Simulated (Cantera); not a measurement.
A Cantera script and what it prints.

```python
import numpy as np
import cantera as ct

gas_names = """
    H H2 Pb Pb2
""".split()
cond_names = """
    Pb(cr) Pb(L)
""".split()


# ... load() reads the species with a 1 bar reference pressure and builds the phases ...
atoms = {
    'Pb': {'Pb': 1},
    'H2': {'H': 2},
}
top_T = {}  # K; cautious upper limits of use, not melting points


# ... equilibrate(T, P, feed) seeds the gas with the atoms and calls Mixture.equilibrate('TP', solver="vcs", rtol=1e-11, max_steps=5000) ...
results = []
feed = {'Pb': 1, 'H2': 2.5}  # mol
P = 11000  # Pa
for T in [1023, 1123, 1223, 1323, 1423, 1523, 1623]:
    mix = equilibrate(T, P, feed)
    results.append((T, P, feed, dict(zip(mix.species_names, mix.species_moles))))

top = {s: max(r[3][s] / sum(r[3][g] for g in gas_names) for r in results) for s in gas_names}
cols = sorted((s for s in top if top[s] > 1e-06), key=lambda s: -top[s])[:8]
seen = [c for c in cond_names if any(r[3].get(c, 0) > 1e-12 for r in results)]
print("log10 of partial pressures in bar; condensed amounts in mol")
print(f"{'T/K':>10s}" + "".join(f"{s[:9]:>10s}" for s in cols + seen))
for T, P, feed, n in results:
    ng = sum(n[g] for g in gas_names)
    print(f"{T:10.4g}" + "".join(f"{np.log10(max(n[s] / ng * P / 1e5, 1e-99)):10.3f}" for s in cols)
          + "".join(f"{n.get(c, 0):10.4g}" for c in seen))
```

Result:

```
log10 of partial pressures in bar; condensed amounts in mol
       T/K        H2        Pb         H       Pb2     Pb(L)
      1023    -0.959    -4.574    -8.862    -9.930    0.9994
      1123    -0.959    -3.738    -7.850    -8.533    0.9958
      1223    -0.962    -3.042    -7.003    -7.371    0.9792
      1323    -0.973    -2.454    -6.286    -6.391    0.9174
      1423    -1.005    -1.951    -5.680    -5.553    0.7163
      1523    -1.100    -1.515    -5.186    -4.830   0.03749
      1623    -1.105    -1.503    -4.713    -4.937         0
```

Method: chemical equilibrium by Gibbs-energy minimisation in Cantera with the NASA 1993 tables (ideal gas, pure condensed phases).
